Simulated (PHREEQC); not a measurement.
Dissolve 0.0015 mol/kgw H2S and 0.11 mol/kgw Na2SO4 at 70 °C. Closed to the air; pH follows from the charge balance.

Computed with PHREEQC (ion-association model, phreeqc.dat).

Precipitation was switched off in this run.

Problem. Estimate the pH, density.

Solution. pH 5.09; density 0.991 g/cm³.

Problem. In which forms is Na present?

Solution. Na+ 89 %, NaSO4- 11 % of the Na.

Complexes and solids missing from the database can't appear. At this temperature some constants are extrapolated from 25 °C, and those without enthalpy data are left unchanged.
